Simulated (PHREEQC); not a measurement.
**Alkaline etch or developer: an equilibrium model**

Make-up at 65 °C: 3.8 mmol/kgw CsOH, 5.7 mmol/kgw NaAlO2 and 37 mmol/kgw Na2CO3. Closed to the air; pH follows from the charge balance.

Computed with PHREEQC (ion-association model, wateq4f.dat).

Each row changes one thing in this solution. No solid was allowed to form.

```json
[
 {"case": "as made", "pH": "10.57", "ionic strength (mol/kgw)": "0.0689", "Na+ (mol/kgw)": "0.0548", "NaCO3- (mol/kgw)": "0.0248", "CO3-2 (mol/kgw)": "0.0102", "HCO3- (mol/kgw)": "0.00191", "SI of Nahcolite (NaHCO3)": "-3.96", "SI of Natron (Na2CO3:10H2O)": "-5.17"},
 {"case": "temperature from 65 to 25 °C", "pH": "11.54", "ionic strength (mol/kgw)": "0.0959", "Na+ (mol/kgw)": "0.0678", "NaCO3- (mol/kgw)": "0.0119", "CO3-2 (mol/kgw)": "0.0243", "HCO3- (mol/kgw)": "0.000736", "SI of Nahcolite (NaHCO3)": "-3.96", "SI of Natron (Na2CO3:10H2O)": "-3.27"},
 {"case": "diluted 100-fold with water", "pH": "…", "ionic strength (mol/kgw)": "0.000896", "Na+ (mol/kgw)": "0.000792", "NaCO3- (mol/kgw)": "4.99e-6", "CO3-2 (mol/kgw)": "6.60e-5", "HCO3- (mol/kgw)": "0.000299", "SI of Nahcolite (NaHCO3)": "-6.43", "SI of Natron (Na2CO3:10H2O)": "-10.53"},
 {"case": "temperature from 65 to 80 °C", "pH": "10.29", "ionic strength (mol/kgw)": "0.0626", "Na+ (mol/kgw)": "0.0519", "NaCO3- (mol/kgw)": "0.0277", "CO3-2 (mol/kgw)": "0.00687", "HCO3- (mol/kgw)": "0.00236", "SI of Nahcolite (NaHCO3)": "-3.99", "SI of Natron (Na2CO3:10H2O)": "-5.82"},
 {"case": "NaAlO2 from 0.0057 to 0.00285 mol/kgw", "pH": "10.57", "ionic strength (mol/kgw)": "0.0666", "Na+ (mol/kgw)": "0.0523", "NaCO3- (mol/kgw)": "0.0245", "CO3-2 (mol/kgw)": "0.0105", "HCO3- (mol/kgw)": "0.00195", "SI of Nahcolite (NaHCO3)": "-3.96", "SI of Natron (Na2CO3:10H2O)": "-5.19"},
 {"case": "Na2CO3 from 0.037 to 0.0074 mol/kgw", "pH": "10.52", "ionic strength (mol/kgw)": "0.0242", "Na+ (mol/kgw)": "0.0172", "NaCO3- (mol/kgw)": "0.00330", "CO3-2 (mol/kgw)": "0.00324", "HCO3- (mol/kgw)": "0.000849", "SI of Nahcolite (NaHCO3)": "-4.75", "SI of Natron (Na2CO3:10H2O)": "-6.48"},
 {"case": "CsOH from 0.0038 to 0.00418 mol/kgw", "pH": "10.59", "ionic strength (mol/kgw)": "0.0693", "Na+ (mol/kgw)": "0.0548", "NaCO3- (mol/kgw)": "…", "CO3-2 (mol/kgw)": "0.0103", "HCO3- (mol/kgw)": "0.00182", "SI of Nahcolite (NaHCO3)": "-3.98", "SI of Natron (Na2CO3:10H2O)": "-5.17"},
 {"case": "NaAlO2 replaced by Na2HPO4 at the same molality", "pH": "10.53", "ionic strength (mol/kgw)": "0.0803", "Na+ (mol/kgw)": "0.0600", "NaCO3- (mol/kgw)": "0.0251", "CO3-2 (mol/kgw)": "0.00990", "HCO3- (mol/kgw)": "0.00197", "SI of Nahcolite (NaHCO3)": "-3.91", "SI of Natron (Na2CO3:10H2O)": "-5.14"}
]
```

### Question
Fill in the missing entries.

### Answer

- diluted 100-fold with water, pH: 9.43
- CsOH from 0.0038 to 0.00418 mol/kgw, NaCO3- (mol/kgw): 0.0249

Complexes and solids missing from the database can't appear. Some of these states are supersaturated (in Gibbsite (slow to form), Boehmite (slow to form), for instance). Constants without temperature data keep their 25 °C values here.
